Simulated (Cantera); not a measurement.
**Ignition delay**

Mixture: CO : H₂ : O₂ : N₂ = 1 : 0.09 : 0.303 : 1.14 (molar parts), equivalence ratio 1.8, at 14.8 atm, adiabatic and at constant volume. Ignition delay is the time to a rise of 400 K.

Cantera simulation using GRI-Mech 3.0 (53 species, 325 reactions); the numbers are that mechanism's predictions, not measurements. The hydrogen kinetics of GRI-Mech 3.0 are dated; newer H2 mechanisms differ, most at raised pressure. The pressure lies above the range GRI-Mech 3.0 was tuned for (to about 10 atm). Where the delays flatten at high temperature, the 400 K rule measures the pace of heat release, not the induction time.

```json
[
 {"T0 (K)": "1200", "delay (ms)": "0.0369"},
 {"T0 (K)": "1275", "delay (ms)": "0.0122"},
 {"T0 (K)": "1350", "delay (ms)": "0.00578"},
 {"T0 (K)": "1425", "delay (ms)": "0.00353"},
 {"T0 (K)": "1500", "delay (ms)": "0.00250"},
 {"T0 (K)": "1575", "delay (ms)": "0.00193"},
 {"T0 (K)": "1650", "delay (ms)": "0.00159"},
 {"T0 (K)": "1725", "delay (ms)": "0.00136"},
 {"T0 (K)": "1800", "delay (ms)": "0.00120"}
]
```
